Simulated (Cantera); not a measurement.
Counterflow diffusion flame

A counterflow diffusion flame at 1.40 bar, nozzles 20 mm apart: fuel side H₂ = 1 (molar parts) at 475 K, oxidiser side O₂ : N₂ = 0.27 : 0.73 (molar parts) at 600 K, fuel mass flux 0.28 times the oxidiser's; mixture-averaged transport, no radiation.

Cantera simulation using the H2/O2 subset of GRI-Mech 3.0, which has no nitrogen chemistry; the numbers are that mechanism's predictions, not measurements. The maximum strain rate includes the flame's own expansion and is several times the mean.

```csv
oxidiser flux (kg/m²/s),max strain (1/s),mean strain (1/s),T max (K),peak x OH,peak x H,peak x H₂O,peak x HO₂
0.84,854,216,2778,0.0339,0.0226,0.322,3.62e-5
1.1,1110,283,2763,0.0339,0.0234,0.320,4.55e-5
1.3,1310,334,2752,0.0340,0.0239,0.319,5.19e-5
1.7,1700,437,2727,0.0341,0.0248,0.318,6.20e-5
2.1,2080,540,2706,0.0342,0.0259,0.317,7.14e-5
2.7,2660,694,2678,0.0343,0.0275,0.315,8.38e-5
3.3,3220,849,2646,0.0342,0.0289,0.313,9.47e-5
4.2,4110,1080,2609,0.0342,0.0310,0.311,0.000109
5.3,5180,1360,2565,0.0340,0.0332,0.308,0.000125
6.7,6540,1720,2511,0.0335,0.0354,0.306,0.000141
```
x: mole fraction; the columns are a selection and need not sum to one.
